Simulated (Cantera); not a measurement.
# Low-pressure radical oxidation in H2/O2

An isothermal, constant-pressure homogeneous reactor starts with H2 : O2 = 0.011 : 1 (molar parts), equivalence ratio 0.0055, at 973 K and 380 Pa.

Detailed kinetics in Cantera: the H2/O2 subset of GRI-Mech 3.0, which has no nitrogen chemistry. Radical loss at walls, strong at low pressure, is not modelled.

```tsv
t (s)	x H2	x O2	x H	x O	x HO2	x H2O	x H2O2
2.00e-5	0.0109	0.989	<1e-12	<1e-12	<1e-12	<1e-12	<1e-12
4.55e-5	0.0109	0.989	<1e-12	<1e-12	<1e-12	<1e-12	<1e-12
0.000104	0.0109	0.989	1.32e-12	<1e-12	1.44e-12	<1e-12	<1e-12
0.000236	0.0109	0.989	2.70e-12	<1e-12	3.29e-12	<1e-12	<1e-12
0.000537	0.0109	0.989	5.04e-12	2.72e-12	7.49e-12	<1e-12	<1e-12
0.00122	0.0109	0.989	8.67e-12	1.09e-11	1.71e-11	2.67e-12	<1e-12
0.00278	0.0109	0.989	1.66e-11	4.26e-11	3.89e-11	2.07e-11	<1e-12
0.00632	0.0109	0.989	4.92e-11	2.04e-10	8.93e-11	1.66e-10	<1e-12
0.0144	0.0109	0.989	4.22e-10	2.14e-9	2.14e-10	2.38e-9	<1e-12
0.0328	0.0109	0.989	4.81e-8	2.51e-7	2.14e-9	3.00e-7	<1e-12
0.0746	0.00609	0.985	0.000974	0.00277	1.23e-6	0.00385	4.31e-8
0.170	7.07e-5	0.982	0.000822	0.00690	8.17e-7	0.0102	6.50e-9
0.386	3.82e-5	0.984	0.000443	0.00493	6.72e-7	0.0105	5.38e-9
0.879	2.00e-5	0.986	0.000168	0.00260	5.18e-7	0.0107	5.38e-9
2.00	7.26e-6	0.988	3.73e-5	0.000957	3.29e-7	0.0108	5.17e-9
```
x: mole fraction; the columns are a selection and need not sum to one.

Equilibrium at this temperature and pressure: H2 6.87e-12, O2 0.989, H <1e-12, O 1.10e-9, HO2 1.57e-10, H2O 0.0109, H2O2 1.32e-12 (gas phase only).
